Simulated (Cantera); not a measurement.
What does this Cantera script print?

```python
import numpy as np
import cantera as ct

gas_names = [...]  # 91 gases of nasa_gas.yaml made of C, Cl, H
cond_names = """
    C(gr) C6H6(L) C7H8(L) C8H18(L),n-octa
""".split()


# ... load() reads the species with a 1 bar reference pressure and builds the phases ...
atoms = {
    'CCl4': {'C': 1, 'CL': 4},
    'CH4': {'C': 1, 'H': 4},
}
top_T = {'C(gr)': 4500}  # K; cautious upper limits of use, not melting points


# ... equilibrate(T, P, feed) seeds the gas with the atoms and calls Mixture.equilibrate('TP', solver="vcs", rtol=1e-11, max_steps=5000) ...
results = []
T = 1973.15  # K
P = 4.6  # Pa
for m in [0.13, 0.18, 0.26, 0.38, 0.54, 0.77, 1.1, 1.6]:
    feed = {'CCl4': 1, 'CH4': m}  # mol
    mix = equilibrate(T, P, feed)
    results.append((T, P, feed, dict(zip(mix.species_names, mix.species_moles))))

top = {s: max(r[3][s] / sum(r[3][g] for g in gas_names) for r in results) for s in gas_names}
cols = sorted((s for s in top if top[s] > 0.0001), key=lambda s: -top[s])[:7]
seen = [c for c in cond_names if any(r[3].get(c, 0) > 1e-12 for r in results)]
print("log10 of partial pressures in bar; condensed amounts in mol")
print(f"{'n(CH4)':>10s}" + "".join(f"{s[:9]:>10s}" for s in cols + seen))
for T, P, feed, n in results:
    ng = sum(n[g] for g in gas_names)
    print(f"{feed['CH4']:10.4g}" + "".join(f"{np.log10(max(n[s] / ng * P / 1e5, 1e-99)):10.3f}" for s in cols)
          + "".join(f"{n.get(c, 0):10.4g}" for c in seen))
```

It prints:

```
log10 of partial pressures in bar; condensed amounts in mol
    n(CH4)        CL       HCL        H2         H C2H2,acet     C(gr)
      0.13    -4.397    -5.243    -7.683    -6.711   -10.876      1.13
      0.18    -4.422    -5.105    -7.357    -6.548   -10.550      1.18
      0.26    -4.465    -4.952    -6.967    -6.353   -10.160      1.26
      0.38    -4.535    -4.802    -6.528    -6.133    -9.721      1.38
      0.54    -4.636    -4.681    -6.081    -5.910    -9.274      1.54
      0.77    -4.785    -4.600    -5.622    -5.681    -8.815      1.77
       1.1    -4.959    -4.584    -5.242    -5.490    -8.435     2.099
       1.6    -5.138    -4.627    -4.971    -5.355    -8.164     2.598
```

Cantera equilibrium calculation (NASA polynomials, part measured and part estimated; ideal gas, pure solids and liquids).
